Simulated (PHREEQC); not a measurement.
0.047 g of hydrous ferric oxide (600 m²/g; 0.2 weak and 0.005 strong sites per Fe, Dzombak-Morel constants, diffuse double layer) in 1 kg of water with 0.01 mol/kgw of an inert sodium salt, at 25 °C; the pH is set by adding NaOH or the inert anion's acid. Oxygen is held at 0.21 atm. CO2 from the air is kept out. No solid was allowed to form.

Computed with PHREEQC (ion-association model, wateq4f.dat).

### Question
Predict surface charge σ (C/m²), surface potential ψ (mV) at pH = 3, 6.5, 9.

### Answer
| pH | surface charge σ (C/m²) | surface potential ψ (mV) |
|---|---|---|
| 3 | 0.324 | 203 |
| 6.5 | 0.030 | 86 |
| 9 | -0.013 | -49 |

Species that the database lacks are ignored. The oxide is taken as insoluble; below pH 4 it would dissolve.
